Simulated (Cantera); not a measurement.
An isothermal, constant-pressure homogeneous reactor starts with C₂H₄ : H₂ = 1 : 9.5 (molar parts), at 1700 K and 410 Pa. Integrator tolerance rtol = 1e-08.

Computed with Cantera and GRI-Mech 3.0 (53 species, 325 reactions). GRI-Mech 3.0 was tuned for natural gas; its chemistry of ethylene as a main component is partial and can be far from experiment. GRI-Mech 3.0 stops at C3 and has no aromatics, soot or wall deposition, so with more carbon than oxygen in the feed, carbon stays in small species such as C2H2 where larger ones or solid carbon would form. Radical loss at walls, strong at low pressure, is not modelled.

### Question
What does this change do: 0.38 parts H2O added?

### Answer
```csv
quantity,before,after
x(C₂H₄) at 4.00 s,1.61e-5 (gas-phase equilibrium 1.57e-5),1.62e-5 (gas-phase equilibrium 1.18e-5)
x(H₂) at 4.00 s,0.911 (gas-phase equilibrium 0.911),0.882 (gas-phase equilibrium 0.901)
x(C₂H₂) at 4.00 s,0.0869 (gas-phase equilibrium 0.0868),0.0805 (gas-phase equilibrium 0.0659)
x(H) at 4.00 s,0.00198 (gas-phase equilibrium 0.00221),0.00199 (gas-phase equilibrium 0.00220)
x(CH₂) at 4.00 s,1.01e-9 (gas-phase equilibrium 1.64e-8),3.36e-7 (gas-phase equilibrium 1.42e-8)
x(CH₄) at 4.00 s,9.85e-6 (gas-phase equilibrium 0.000133),0.00306 (gas-phase equilibrium 0.000114)
x(C₂H₆) at 4.00 s,4.74e-11 (gas-phase equilibrium 1.32e-10),4.28e-8 (gas-phase equilibrium 9.81e-11)
```

### Question
What does this change do: pressure from 410 Pa to 11000 Pa?

### Answer
```tsv
quantity	before	after
x(C₂H₄) at 4.00 s	1.61e-5 (gas-phase equilibrium 1.57e-5)	0.000413 (gas-phase equilibrium 0.000412)
x(H₂) at 4.00 s	0.911 (gas-phase equilibrium 0.911)	0.911 (gas-phase equilibrium 0.911)
x(C₂H₂) at 4.00 s	0.0869 (gas-phase equilibrium 0.0868)	0.0853 (gas-phase equilibrium 0.0851)
x(H) at 4.00 s	0.00198 (gas-phase equilibrium 0.00221)	0.000427 (gas-phase equilibrium 0.000427)
x(CH₂) at 4.00 s	1.01e-9 (gas-phase equilibrium 1.64e-8)	1.45e-8 (gas-phase equilibrium 1.63e-8)
x(CH₄) at 4.00 s	9.85e-6 (gas-phase equilibrium 0.000133)	0.00313 (gas-phase equilibrium 0.00354)
x(C₂H₆) at 4.00 s	4.74e-11 (gas-phase equilibrium 1.32e-10)	8.20e-8 (gas-phase equilibrium 9.31e-8)
```
